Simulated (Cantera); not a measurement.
A closed system holds: 1 mol Ca(OH)₂, 1.7 mol CO₂, 0.75 mol H₂O, equilibrated at 1223 K and 530 Pa.

Equilibrium computed with Cantera from the NASA thermochemical tables; the gas is ideal and each condensed phase is pure. Candidate condensed phases: C, C₆H₆, C₇H₈, C₈H₁₈, Ca, CaCO₃, CaO, Ca(OH)₂, H₂O; 115 gas species. Equilibrium is a limit: real reactors are often held back by kinetics, nucleation or transport.

What is the equilibrium state?


| Quantity | Result |
|---|---|
| x(H₂O) | 0.507 |
| x(CO₂) | 0.493 |
| x(CO) | 3.65e-5 |
| x(O₂) | 3.02e-5 |
| x(H₂) | 2.58e-5 |
| x(OH) | 3.72e-6 |
| n(CaO(s)) | 1.00 mol |
| gas amount | 3.450 mol |
| log10 activity of C(graphite) (absent) | -12.70 |
| log10 activity of Ca(l) (absent) | -18.22 |
